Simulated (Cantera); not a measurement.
A perfectly stirred reactor is fed with H2 : O2 : N2 : H2O = 1 : 0.581 : 2.19 : 0.45 (molar parts), equivalence ratio 0.86, at 1.10 bar; it is adiabatic with a 450 K inlet, and is followed from long to short residence time, starting on the burning branch (τ in s: 0.37, 0.1, 0.028, 0.0078, 0.0022, 0.0006, 0.00016, 4.6e-05, 1.3e-05).

Detailed kinetics in Cantera: GRI-Mech 3.0 (53 species, 325 reactions).

x: mole fraction; the columns are a selection and need not sum to one.

| τ (s) | T (K) | x H2 | x O2 | x H2O | x NO | x NO2 | x H |
|---|---|---|---|---|---|---|---|
| 0.37 | 2138 | 0.00210 | 0.0210 | 0.384 | 0.00128 | (withheld) | 0.000185 |
| 0.10 | 2136 | 0.00242 | 0.0214 | 0.384 | 0.000512 | (withheld) | 0.000230 |
| 0.028 | 2126 | 0.00340 | 0.0218 | 0.382 | 0.000204 | (withheld) | 0.000382 |
| 0.0078 | 2099 | 0.00590 | 0.0227 | 0.378 | 9.25e-5 | (withheld) | 0.000900 |
| 0.0022 | 2043 | 0.0108 | 0.0245 | 0.369 | 4.46e-5 | (withheld) | 0.00244 |
| 0.00060 | 1942 | 0.0187 | 0.0280 | 0.355 | 2.50e-5 | (withheld) | 0.00649 |
| 0.00016 | 1782 | 0.0288 | 0.0336 | 0.335 | 1.84e-5 | (withheld) | 0.0152 |
| 4.6e-5 | 1578 | 0.0410 | 0.0419 | 0.311 | 1.12e-5 | (withheld) | 0.0279 |
| 1.3e-5 | 450 | 0.237 | 0.138 | 0.107 | <1e-12 | <1e-12 | <1e-12 |

Complete the blanks.


- 0.37, x NO2: 5.85e-7
- 0.10, x NO2: 2.34e-7
- 0.028, x NO2: 8.93e-8
- 0.0078, x NO2: 3.47e-8
- 0.0022, x NO2: 1.29e-8
- 0.00060, x NO2: 5.69e-9
- 0.00016, x NO2: 3.65e-9
- 4.6e-5, x NO2: 2.18e-9
